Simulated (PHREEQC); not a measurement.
Consider water at 20 °C with 0.066 mol/kgw HF, 0.1 mol/kgw (NH4)2SiF6 and 5.2e-05 mol/kgw H2SO4. Closed to the air; pH follows from the charge balance.

Computed with PHREEQC (ion-association model, phreeqc.dat).

Each row changes one thing in this solution. Precipitation was switched off in this run.

| case | pH | ionic strength (mol/kgw) | HF (mol/kgw) | F- (mol/kgw) | HF2- (mol/kgw) | SO4-2 (mol/kgw) | SI of Quartz (SiO2) |
|---|---|---|---|---|---|---|---|
| as made | 2.11 | 0.310 | 0.0546 | 0.00819 | 0.00162 | 2.90e-5 | -5.93 |
| (NH4)2SiF6 from 0.1 to 0.02 mol/kgw | 2.13 | 0.0687 | 0.0559 | (withheld) | 0.00147 | 3.36e-5 | -6.37 |
| HF from 0.066 to 0.0594 mol/kgw | 2.14 | 0.309 | (withheld) | 0.00781 | 0.00138 | 2.92e-5 | -5.69 |
| 0.076 mol/kgw TMAH added | 5.46 | 0.373 | 0.000234 | 0.0809 | 6.83e-5 | 3.44e-5 | +1.51 |
| HF left out | 3.05 | 0.300 | 0.00189 | 0.00247 | 1.70e-5 | 3.25e-5 | +0.96 |
| 0.024 mol/kgw CO2 added | 2.11 | 0.310 | 0.0546 | 0.00819 | 0.00162 | 2.90e-5 | -5.93 |
| temperature from 20 to 25 °C | 2.13 | 0.310 | 0.0549 | (withheld) | 0.00162 | 2.88e-5 | (withheld) |
| H2SO4 from 5.2e-05 to 1.04e-05 mol/kgw | 2.11 | 0.310 | 0.0545 | 0.00822 | 0.00162 | (withheld) | -5.93 |

Task: Fill in the missing entries.

Result: 
- (NH4)2SiF6 from 0.1 to 0.02 mol/kgw, F- (mol/kgw): 0.00715
- HF from 0.066 to 0.0594 mol/kgw, HF (mol/kgw): 0.0488
- temperature from 20 to 25 °C, F- (mol/kgw): 0.00784
- temperature from 20 to 25 °C, SI of Quartz (SiO2): -5.62
- H2SO4 from 5.2e-05 to 1.04e-05 mol/kgw, SO4-2 (mol/kgw): 5.80e-6

Some of these states are supersaturated (in SiO2(a), Quartz (slow to form), Chalcedony (slow to form), for instance). (CH3)4N+ isn't in the database: it is added as a free cation with an ion size of 4 Å. SiF6-2 is the database's only silicon fluoride.
